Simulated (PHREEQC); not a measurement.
A column of 1 m (40 cells, dispersivity 0.08 m, 300 s a shift, diffusion coefficient 3e-10 m²/s) holds 0.033 eq of the database's cation exchanger X per kg of pore water, first in equilibrium with 0.0036 mol/kgw NH4Cl and 1e-05 mol/kgw HCl. It is flushed with 0.0043 mol/kgw MgSO4, 0.0015 mol/kgw Na2SO4 and 1e-05 mol/kgw HCl, at 15 °C. Values are for the last cell. No CO2 enters from the air. No solid was allowed to form.

The numbers come from PHREEQC with the ion-association model, phreeqc.dat.

| pore volumes | S in solution (mol/kgw) | Mg in solution (mol/kgw) | Na in solution (mol/kgw) | NH4 in solution (mol/kgw) | Cl in solution (mol/kgw) | MgX2 on the exchanger (mol/kgw) | NH4X on the exchanger (mol/kgw) |
|---|---|---|---|---|---|---|---|
| 0 | 0 | 0 | 0 | 0.00360 | 0.00361 | 0 | 0.0330 |
| 1.012 | 0.00341 | 0 | 0.000228 | 0.00807 | 0.00149 | 0 | 0.0328 |
| 2.013 | 0.00568 | 0 | 0.00234 | 0.00910 | 8.39e-5 | 2.22e-14 | 0.0310 |
| 3.013 | 0.00580 | 4.02e-10 | 0.00332 | 0.00827 | 1.25e-5 | 1.35e-8 | 0.0300 |
| 4.013 | 0.00580 | 5.78e-5 | 0.00361 | 0.00788 | 1.01e-5 | 0.00168 | 0.0266 |
| 5.013 | 0.00580 | 0.00334 | 0.00310 | 0.00182 | 1.00e-5 | 0.0148 | 0.00237 |
| 6.013 | 0.00580 | 0.00412 | 0.00302 | 0.000337 | 1.00e-5 | 0.0158 | 0.000408 |
| 7.013 | 0.00580 | 0.00426 | 0.00300 | 6.93e-5 | 1.00e-5 | 0.0160 | 8.29e-5 |
| 8.012 | 0.00580 | 0.00429 | 0.00300 | 1.50e-5 | 1.00e-5 | 0.0160 | 1.79e-5 |

Complexes and solids missing from the database can't appear.
